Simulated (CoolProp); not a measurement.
100 sccm (0 °C, 1 atm) of nitrogen bubbles through liquid n-perfluorohexane at 300 K and leaves saturated at a total pressure of 0.15 MPa (ideal gas phase). Each further row changes one setting.

The numbers come from the reference Helmholtz-energy equation of state, Gao 2022 in CoolProp.

```csv
case,vapour pressure (kPa),mole fraction of vapour,delivery (mg/min),delivery (sccm),change of delivery for a bath 1 K warmer (%)
as stated,31.9,0.212,407,27.0,5.6
bath temperature 305 K,39.4,0.262,537,35.6,5.8
total pressure 0.3 MPa,31.9,0.106,179,11.9,4.9
```
